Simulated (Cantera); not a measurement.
Feed: 1 mol FeCl3, 0.046 mol O2, 3.2 mol N2, equilibrated at 13300 Pa.

These are equilibrium values from Cantera (NASA tables, ideal gas, pure condensed phases), not measurements of a reactor. Candidate condensed phases: Fe, FeCl2, FeCl3, FeO, Fe2O3, Fe3O4; 19 gas species. Kinetics and transport are ignored.

x: gas mole fraction; nothing condenses.

```tsv
T (K)	x N2	x FeCl2	x Cl	x FeCl3	x Cl2
1400	0.694	0.138	0.0190	0.0783	0.0598
1500	0.678	[?]	[?]	[?]	0.0613
1600	0.660	0.177	0.0698	0.0292	0.0537
1700	0.644	0.185	0.105	0.0161	0.0400
1800	0.630	0.189	0.138	0.00849	0.0254
1900	0.621	0.190	[?]	[?]	[?]
2000	0.615	0.190	0.175	0.00223	0.00751
```

Problem. Some entries are withheld; supply them.

Solution. 
- 1900, x Cl: 0.161
- 1900, x FeCl3: 0.00434
- 1900, x Cl2: 0.0142
- 1500, x FeCl2: 0.162
- 1500, x Cl: 0.0396
- 1500, x FeCl3: 0.0495
